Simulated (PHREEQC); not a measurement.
0.73 g of hydrous ferric oxide (600 m²/g; 0.2 weak and 0.005 strong sites per Fe, Dzombak-Morel constants, diffuse double layer) in 1 kg of water with 0.001 mol/kgw of an inert sodium salt and 0.013 mmol/kgw ZnSO4, 0.032 mmol/kgw H3BO3 and 2.1 mmol/kgw ZnCl2, at 25 °C; the pH is set by adding NaOH or the inert anion's acid. Oxygen alone is held at its pressure in air (log pO2 = -0.68). The system is closed to CO2. Nothing may precipitate in this run.

The series has 17 steps of pH, from 3 to 11.

The numbers come from PHREEQC with the ion-association model, wateq4f.dat.

### Question
Near which pH is half of the S sorbed, and on which side is more sorbed?

### Answer
Near pH 8.2, with more sorbed at lower pH.

### Question
At which pH does the surface charge pass through zero?

### Answer
Near pH 10.5.

Along this series the solution becomes supersaturated in solids that the run did not let form, among them Zn(OH)2-e, Zn4(OH)6SO4, Zn5(OH)8Cl2. The oxide is taken as insoluble; below pH 4 it would dissolve.
